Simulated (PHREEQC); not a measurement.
Solution (20 °C): 0.023 mol CdSO4 and 0.0033 mol H3BO3 per kg of water. Closed to the air; pH follows from the charge balance.

Equilibrium calculation in PHREEQC: ion-association model, wateq4f.dat.

No solid was allowed to form.

Task: Estimate the pH, ionic strength.

Result: pH 5.91; ionic strength 0.0520 mol/kgw.

Task: In which forms is S present?

Result: SO4-2 51 %, CdSO4 38 %, Cd(SO4)2-2 10 % of the S.

Species that the database lacks are ignored.
